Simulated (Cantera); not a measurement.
A perfectly stirred reactor is fed with 43.3 % CO, 2.60 % H₂, 13.5 % O₂, 40.5 % N₂, equivalence ratio 1.7, at 1.00 bar; it is adiabatic with a 600 K inlet, and is followed from long to short residence time, starting on the burning branch (τ in s: 0.041, 0.02, 0.0097, 0.0047, 0.0023, 0.0011, 0.00054, 0.00026, 0.00013, 6.1e-05, 3e-05, 1.4e-05).

Cantera simulation using GRI-Mech 3.0 (53 species, 325 reactions); the numbers are that mechanism's predictions, not measurements.

x: mole fraction; the columns are a selection and need not sum to one.

```
τ (s)    T (K)   x CO     x H₂     x O₂    x HO₂    x N₂O   x CO₂   x H₂O₂
-------  -----  -----  -------  -------  -------  -------  ------  -------
0.041     2548  0.230  0.00319  0.00574  5.41e-7  1.22e-7   0.266  1.44e-8
0.020     2520  0.232  0.00324  0.00715  6.15e-7  1.21e-7   0.262  1.58e-8
0.0097    2469  0.237  0.00332  0.00969  7.56e-7  1.18e-7   0.255  1.86e-8
0.0047    2388  0.244  0.00347   0.0136  1.04e-6  1.15e-7   0.245  2.44e-8
0.0023    2277  0.253  0.00365   0.0184  1.60e-6  1.14e-7   0.232  3.58e-8
0.0011    2137  0.262  0.00381        …        …  1.14e-7   0.217        …
0.00054   1986  0.271  0.00385        …        …  1.13e-7   0.203        …
0.00026   1818  0.279  0.00367   0.0325  6.13e-6  1.13e-7   0.188  1.75e-7
0.00013   1643  0.291  0.00337   0.0392  9.38e-6  1.14e-7   0.170  3.04e-7
6.1e-5    1375  0.336  0.00420   0.0663  2.34e-5  1.05e-7   0.117  7.66e-7
3.0e-5     600  0.433   0.0260    0.135   <1e-12   <1e-12  <1e-12   <1e-12
1.4e-5     600  0.433   0.0260    0.135   <1e-12   <1e-12  <1e-12   <1e-12
```

Task: Fill in the missing entries.

Result: 
- 0.0011, x O₂: 0.0234
- 0.0011, x HO₂: 2.62e-6
- 0.0011, x H₂O₂: 5.79e-8
- 0.00054, x O₂: 0.0279
- 0.00054, x HO₂: 4.08e-6
- 0.00054, x H₂O₂: 9.80e-8
